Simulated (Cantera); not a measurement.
A closed system holds: 1 mol Fe(CO)5, 6.3 mol H2, 0.11 mol N2, held at 1348.15 K and 13.0 mbar.

Cantera equilibrium calculation (NASA polynomials, part measured and part estimated; ideal gas, pure solids and liquids). Candidate condensed phases: C, C6H6, C7H8, C8H18, Fe, Fe(CO)5, FeO, Fe(OH)2, Fe(OH)3, Fe2O3, Fe3O4, H2O; 140 gas species. Kinetics and transport are ignored.

Base state: H2 0.552, CO 0.438, N2 0.00963, H2O 2.49e-5, HCN 1.72e-5, CH4 1.70e-5, H 1.51e-5, CO2 1.01e-5 (mole fractions); condensed: Fe(γ).

Q: What changes in the equilibrium state with this change: pressure from 13.0 mbar to 1 atm?

A: 
| species | before | after |
|---|---|---|
| H2 | 0.552 | 0.549 |
| CO | 0.438 | 0.437 |
| N2 | 0.00963 | 0.00966 |
| CH4 | 1.70e-5 | 0.00178 |
| H2O | 2.49e-5 | 0.00142 |
| CO2 | 1.01e-5 | 0.000577 |
| H | 1.51e-5 | 1.71e-6 |
| Fe(γ), mol | 1.000 | 1.00 |
| C(graphite), mol | 0 | 0.00212 |
Condensed phases not in the tables: cementite and carbon dissolved in iron.

Q: What changes in the equilibrium state with this change: Fe(CO)5 replaced by HgO?

A: 
```csv
species,before,after
H2,0.552,0.715
Hg,0,0.135
H2O,2.49e-5,0.135
CO,0.438,0
N2,0.00963,0.0148
HCN,1.72e-5,0
CH4,1.70e-5,0
CO2,1.01e-5,0
H,1.51e-5,1.72e-5
"Fe(γ), mol",1.000,0
```
Further candidate phases: Hg, HgO.

Q: What changes in the equilibrium state with this change: temperature from 1348.15 K to 925 K?

A: 
```tsv
species	before	after
H2	0.552	0.553
CO	0.438	0.425
N2	0.00963	0.00976
CO2	1.01e-5	0.00706
H2O	2.49e-5	0.00454
H	1.51e-5	1.70e-9
HCN	1.72e-5	1.04e-7
CH4	1.70e-5	0.000901
Fe(γ), mol	1.000	0
C(graphite), mol	0	0.121
Fe(α), mol	0	1.00
```
Condensed phases not in the tables: cementite and carbon dissolved in iron.
